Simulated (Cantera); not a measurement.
A closed system holds: 1 mol Si₂H₆, 0.0058 mol Cl₂, 4.4 mol N₂, equilibrated at 1000 K and 1.30 mbar.

These are equilibrium values from Cantera (NASA tables, ideal gas, pure condensed phases), not measurements of a reactor. Candidate condensed phases: NH₄Cl, Si, Si₃N₄; 28 gas species. The feed counts by its element totals alone. N₂ is the only nitrogen source here; it is nearly inert below about 1500 K, so the nitride shown seldom forms there in practice. Equilibrium is a limit: real reactors are often held back by kinetics, nucleation or transport.

Base state: N₂ 0.505, H₂ 0.493, HCl 0.00191 (mole fractions); condensed: Si₃N₄(s).

**Question.** What changes in the equilibrium state with this change: Si₂H₆ replaced by SiH₂Cl₂?

**Answer.** 
| species | before | after |
|---|---|---|
| N₂ | 0.505 | 0.678 |
| HCl | 0.00191 | 0.229 |
| H₂ | 0.493 | 0.0614 |
| SiCl₄ | <1e-9 | 0.0311 |
| SiCl₃ | <1e-9 | 0.000114 |
| SiHCl₃ | <1e-9 | 5.87e-5 |
| SiCl₂ | <1e-9 | 1.02e-5 |
| Si₃N₄(s), mol | 0.667 | 0.274 |
The tables' values for SiCl₃ are old estimates; treat these amounts as uncertain.
